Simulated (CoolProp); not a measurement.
A Linde-Hampson liquefier for dry air: isothermal reversible compression at 250 K from 1 atm to 10 MPa, throttling to 1 atm, return gas leaving the recuperator 2 K below the feed. Each further row changes one setting.

The numbers come from the reference Helmholtz-energy equation of state, Lemmon 2000 in CoolProp. It is a pseudo-pure fit of the blend.

```csv
case,liquid yield per pass,compression work (kJ/kg of gas)
as stated,(withheld),324
high pressure 20 MPa,(withheld),371
warm-end temperature 280 K,0.053,(withheld)
warm-end gap 7 K,(withheld),324
```

Task: Some entries are withheld; supply them.

Result: 
- as stated, liquid yield per pass: 0.076
- high pressure 20 MPa, liquid yield per pass: 0.133
- warm-end temperature 280 K, compression work (kJ/kg of gas): 366
- warm-end gap 7 K, liquid yield per pass: 0.063
